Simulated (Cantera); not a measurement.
Standard-state values (1 bar) from the NASA 1993 polynomials, evaluated with Cantera. Values are per mole of reaction as written; species without (g) are pure solids or liquids, kept so even where they would boil at 1 bar.

Between 300 and 2923 K, where is each reaction favourable under standard conditions?
- 2 SiO(g) + C = 2 Si(g) + CO2(g)
- SiC2(g) + 5 O(g) = 2 CO2(g) + SiO(g)


- 2 SiO(g) + C = 2 Si(g) + CO2(g): ΔG° is 671 kJ at 300 K and 328 kJ at 2923 K; it stays positive (K < 1). ΔH° is 720 kJ and ΔS° 134 J/K at 2923 K.
- SiC2(g) + 5 O(g) = 2 CO2(g) + SiO(g): ΔG° is -2628 kJ at 300 K and -1458 kJ at 2923 K; it stays negative (K > 1). ΔH° is -2788 kJ and ΔS° -455 J/K at 2923 K.
